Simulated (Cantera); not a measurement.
Charge: 1 mol SiH2Cl2, a varied amount of HCl, 3.9 mol N2, held at 2.60 mbar.

These are equilibrium values from Cantera (NASA tables, ideal gas, pure condensed phases), not measurements of a reactor. Candidate condensed phases: NH4Cl, Si, Si3N4; 28 gas species. N2 is the only nitrogen source here; it is nearly inert below about 1500 K, so the nitride shown seldom forms there in practice. The tables' values for SiCl3 are old estimates. The numbers say what is thermodynamically allowed, not how fast it happens.

Stable condensed phases, one row left out:

```
T in K \ n(HCl) in mol
         0.56 0.68 0.81 0.98  1.2  1.4  1.7    2  2.4  2.9  3.5
   1550     A    A    A    A    A    B    B    B    B    B    B
   1450     A    A    A    A    A    A    A    A    A    B    B
   1400     A    A    A    A    A    A    A    A    A    A    A
   1350     A    A    A    A    A    A    A    A    A    A    A
   1300     A    A    A    A    A    A    A    A    A    A    A
   1250     A    A    A    A    A    A    A    A    A    A    A
   1200     A    A    A    A    A    A    A    A    A    A    A
   1150     A    A    A    A    A    A    A    A    A    A    A
   1100     A    A    A    A    A    A    A    A    A    A    A
   1050     A    A    A    A    A    A    A    A    A    A    A
```

A: Si3N4; B: gas only.

### Question
Give the row for 1500 K.

### Answer
0.56: Si3N4; 0.68: Si3N4; 0.81: Si3N4; 0.98: Si3N4; 1.2: Si3N4; 1.4: Si3N4; 1.7: Si3N4; 2: gas only; 2.4: gas only; 2.9: gas only; 3.5: gas only.
